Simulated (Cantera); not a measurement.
**Thermodynamics of halide evaporation, hydrolysis and transport, feed KCl + H₂**

Input: 1 mol KCl, 0.44 mol H₂, at 3.68 Torr.

Method: chemical equilibrium by Gibbs-energy minimisation in Cantera with the NASA 1993 tables (ideal gas, pure condensed phases). Candidate condensed phases: K, KCl; 10 gas species. Rates play no part.

From 625 K to 1025 K the condensed part is KCl(s). From 1075 K to 1125 K the condensed part is KCl(l). From 1175 K to 1225 K nothing is condensed.

```csv
T (K),x H₂,x KCl,x K₂Cl₂,x HCl,n KCl(s),n KCl(l)
625,1.00,5.62e-9,2.94e-10,5.36e-12,1.00,0
675,1.00,1.22e-7,9.86e-9,4.74e-11,1.00,0
725,1.000,1.72e-6,2.00e-7,1.44e-9,1.000,0
775,1.000,1.70e-5,2.69e-6,1.48e-8,1.000,0
825,1.000,0.000126,2.60e-5,1.09e-7,1.000,0
875,0.999,0.000733,0.000191,6.33e-7,1.000,0
925,0.995,0.00350,0.00111,3.02e-6,0.997,0
975,0.980,0.0141,0.00534,1.22e-5,0.989,0
1025,0.929,0.0494,0.0217,4.23e-5,0.956,0
1075,0.796,0.140,0.0638,0.000121,0,0.852
1125,0.509,0.339,0.152,0.000285,0,0.446
1175,0.350,0.503,0.146,0.000511,0,0
1225,0.332,0.576,0.0897,0.000837,0,0
```
x: gas mole fraction; n: condensed amount in mol.
